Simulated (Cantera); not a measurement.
**Stirred combustor or abatement burner**

A perfectly stirred reactor is fed with CH₄ : O₂ : N₂ = 1 : 3.17 : 11.9 (molar parts), at 7500 Torr; it is adiabatic with a 725 K inlet, and is followed from long to short residence time, starting on the burning branch (τ in s: 0.027, 0.014, 0.0075, 0.004, 0.0021, 0.0011, 0.00059, 0.00032, 0.00017, 8.9e-05, 4.7e-05, 2.5e-05, 1.3e-05).

Computed with Cantera and GRI-Mech 3.0 (53 species, 325 reactions).

```
τ (s)    T (K)     x CH₄    x O₂    x HCN    x CH₂      x H₂      x NO      x CO
-------  -----  --------  ------  -------  -------  --------  --------  --------
0.027     2056   3.40e-6  0.0724  3.82e-8  1.92e-8   7.42e-5  0.000274  0.000224
0.014     2056   6.29e-6  0.0725  4.09e-8  3.67e-8   8.30e-5  0.000160  0.000286
0.0075    2054   1.10e-5  0.0726  4.41e-8  6.74e-8   9.78e-5  0.000101  0.000388
0.0040    2052   1.88e-5  0.0726  4.90e-8  1.23e-7  0.000123   6.71e-5  0.000561
0.0021    2049   3.14e-5  0.0728  5.68e-8  2.25e-7  0.000166   4.81e-5  0.000851
0.0011    2043   5.10e-5  0.0730  6.86e-8  4.03e-7  0.000234   3.71e-5   0.00132
0.00059   2035   8.02e-5  0.0733  8.54e-8  6.94e-7  0.000335   3.04e-5   0.00201
0.00032   2023  0.000125  0.0739  1.08e-7  1.16e-6  0.000482   2.55e-5   0.00306
0.00017   2005  0.000200  0.0748  1.42e-7  1.93e-6  0.000703   2.09e-5   0.00473
8.9e-5    1976  0.000336  0.0764  1.90e-7  3.17e-6   0.00103   1.62e-5   0.00741
4.7e-5    1932  0.000619  0.0793  2.58e-7  5.08e-6   0.00153   1.11e-5    0.0118
2.5e-5     725    0.0622   0.197   <1e-12   <1e-12    <1e-12    <1e-12    <1e-12
1.3e-5     725    0.0622   0.197   <1e-12   <1e-12    <1e-12    <1e-12    <1e-12
```
x: mole fraction; the columns are a selection and need not sum to one.
